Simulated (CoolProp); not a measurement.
Isopentane along the isotherm 79.55 °C: fugacity coefficient from the reference equation and from simpler models built on Tc = 187.2 °C, pc = 3378 kPa, ω = 0.227; each cubic takes its own stable root.

The numbers come from the reference Helmholtz-energy equation of state, Lemmon 2006 in CoolProp. It is a short technical equation, of lower accuracy than the large ones.

| p (kPa) | phase | reference |
|---|---|---|
| 921 | liquid | 0.4464 |
| 1380 | liquid | 0.3040 |
| 1840 | liquid | 0.2327 |
| 2300 | liquid | 0.1900 |
| 2760 | liquid | 0.1615 |
| 3220 | liquid | 0.1413 |
| 3690 | liquid | 0.1259 |
| 4150 | liquid | 0.1142 |
| 4610 | liquid | 0.1049 |
| 5070 | liquid | 0.09728 |

Task: How far does each simpler model (van der Waals, Peng-Robinson) lie from the reference over these 10 states: mean and median of the absolute difference, and the worst?

Result: 
- van der Waals: mean 120.0 %, median 122.1 %, worst +134.0 % at 79.55 °C and 5070 kPa
- Peng-Robinson: mean 0.5 %, median 0.5 %, worst -0.9 % at 79.55 °C and 5070 kPa

At some of these states van der Waals gives the other phase, because its saturation line lies elsewhere.
